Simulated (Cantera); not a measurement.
What does this Cantera script print?

```python
import numpy as np
import cantera as ct

gas_names = """
    VO2 O2 NO2 N2 N2O H H2O2
""".split()
cond_names = """
    V2O5(s) V2O5(L) V2O3(s) V2O3(L) V2O4(I) V2O4(II) V2O4(L) VN(s)
""".split()


# ... load() reads the species with a 1 bar reference pressure and builds the phases ...
species = {s.name: s for s in load("nasa_gas.yaml", gas_names) + load("nasa_condensed.yaml", cond_names)}
# Each term lists the table entries of one substance; the one whose range holds T is used.
reactions = {
    '2 V2O5 = 4 VO2(g) + O2(g)':
        [(-2, ['V2O5(s)', 'V2O5(L)']), (4, ['VO2']), (1, ['O2'])],
    '4 V2O3 + 2 NO2(g) = N2(g) + 4 V2O4':
        [(-4, ['V2O3(s)', 'V2O3(L)']), (-2, ['NO2']), (1, ['N2']), (4, ['V2O4(I)', 'V2O4(II)', 'V2O4(L)'])],
    '2 N2O(g) + 4 VO2(g) + 10 H(g) = 4 VN + 5 H2O2(g)':
        [(-2, ['N2O']), (-4, ['VO2']), (-10, ['H']), (4, ['VN(s)']), (5, ['H2O2'])],
}


def pick(names, T):
    return next(species[n] for n in names if species[n].thermo.min_temp <= T <= species[n].thermo.max_temp)


results = []
for label, terms in reactions.items():
    print(label)
    print("     T/K   dH/kJ  dS/(J/K)   dG/kJ   log10 K")
    for T in [300, 623, 823, 1023, 1223, 1423]:
        used = [(nu, pick(names, T)) for nu, names in terms]
        dH = sum(nu * s.thermo.h(T) for nu, s in used) / 1e6
        dS = sum(nu * s.thermo.s(T) for nu, s in used) / 1e3
        dG = dH - T * dS / 1e3
        logK = -dG * 1e6 / (ct.gas_constant * T * np.log(10))
        results.append((label, T, dH, dS, dG, logK, [s.name for _, s in used]))
        print(f"{T:8g} {dH:8.1f} {dS:8.1f} {dG:8.1f} {logK:8.2f}")
```

Output:

```
2 V2O5 = 4 VO2(g) + O2(g)
     T/K   dH/kJ  dS/(J/K)   dG/kJ   log10 K
     300   2170.6   1004.7   1869.2  -325.44
     623   2143.3    944.7   1554.7  -130.35
     823   2123.3    916.9   1368.7   -86.87
    1023   1971.6    755.6   1198.7   -61.20
    1223   1947.2    733.8   1049.8   -44.84
    1423   1923.4    715.7    904.9   -33.22
4 V2O3 + 2 NO2(g) = N2(g) + 4 V2O4
     T/K   dH/kJ  dS/(J/K)   dG/kJ   log10 K
     300   -902.0   -267.4   -821.8   143.09
     623   -860.4   -149.6   -767.2    64.32
     823   -856.0   -143.5   -737.9    46.83
    1023   -852.1   -139.2   -709.7    36.24
    1223   -849.3   -136.7   -682.1    29.13
    1423   -848.3   -136.0   -654.9    24.04
2 N2O(g) + 4 VO2(g) + 10 H(g) = 4 VN + 5 H2O2(g)
     T/K   dH/kJ  dS/(J/K)   dG/kJ   log10 K
     300  -2963.0  -1327.1  -2564.8   446.57
     623  -2986.0  -1381.3  -2125.5   178.20
     823  -2994.2  -1392.8  -1847.9   117.28
    1023  -2998.6  -1397.6  -1568.8    80.10
    1223  -2999.1  -1398.2  -1289.1    55.06
    1423  -2996.1  -1395.9  -1009.7    37.06
```

Cantera with NASA thermochemical tables; ideal gases at 1 bar, condensed phases pure. VN: taken at fixed stoichiometry. Condensed species are held in their standard states even where they would react or evaporate.
